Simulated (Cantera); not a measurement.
Input: 1 mol Pb, 1.3 mol O2, 1.7 mol N2, equilibrated at 13300 Pa.

Method: chemical equilibrium by Gibbs-energy minimisation in Cantera with the NASA 1993 tables (ideal gas, pure condensed phases). Candidate condensed phases: Pb, PbO, PbO2, Pb3O4; 12 gas species. Equilibrium is a limit: real reactors are often held back by kinetics, nucleation or transport.

**Question.** Which condensed phases are stable at each of these points (T (K)): 500, 575, 650, 725, 800, 875, 950, 1025, 1100, 1175?

**Answer.** 
```
T (K)  condensed phases  Pb condensed (%)
-----  ----------------  ----------------
500            Pb3O4(s)             100.0
575            Pb3O4(s)             100.0
650            PbO(red)             100.0
725            PbO(red)             100.0
800         PbO(yellow)             100.0
875         PbO(yellow)             100.0
950         PbO(yellow)             100.0
1025        PbO(yellow)             100.0
1100        PbO(yellow)             100.0
1175             PbO(l)              99.9
```

From 500 K to 575 K the condensed part is Pb3O4(s). From 650 K to 725 K the condensed part is PbO(red). From 800 K to 1100 K the condensed part is PbO(yellow). At 1175 K the condensed part is PbO(l).
